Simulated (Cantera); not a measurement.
A closed system holds: 1 mol Al, 1.7 mol HCl, held at 113 Torr.

Method: chemical equilibrium by Gibbs-energy minimisation in Cantera with the NASA 1993 tables (ideal gas, pure condensed phases). Candidate condensed phases: Al, AlCl3; 12 gas species. Equilibrium is a limit: real reactors are often held back by kinetics, nucleation or transport.

### Question
At 650 K, list the 3 most abundant gas species with their mole fractions, and the condensed phases.

### Answer
H2 0.720, Al2Cl6 0.200, AlCl3 0.0793. Condensed: Al(s).
